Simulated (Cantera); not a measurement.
Charge: 1 mol CaF₂, 1 mol HF, 4 mol H₂, at 5.50e-6 bar.

Method: chemical equilibrium by Gibbs-energy minimisation in Cantera with the NASA 1993 tables (ideal gas, pure condensed phases). Candidate condensed phases: Ca, CaF₂; 15 gas species. The numbers say what is thermodynamically allowed, not how fast it happens.

Problem. Which condensed phases are stable at each of these points (T (°C)): 902, 1002, 1102, 1202, 1302, 1402, 1502, 1602, 1702?

Solution. 
```tsv
T (°C)	condensed phases	Ca condensed (%)
902	CaF₂(s)	100.0
1002	CaF₂(s)	99.4
1102	CaF₂(s)	89.3
1202	gas only	0.0
1302	gas only	0.0
1402	gas only	0.0
1502	gas only	0.0
1602	gas only	0.0
1702	gas only	0.0
```

From 902 °C to 1102 °C the condensed part is CaF₂(s). From 1202 °C to 1702 °C nothing is condensed.
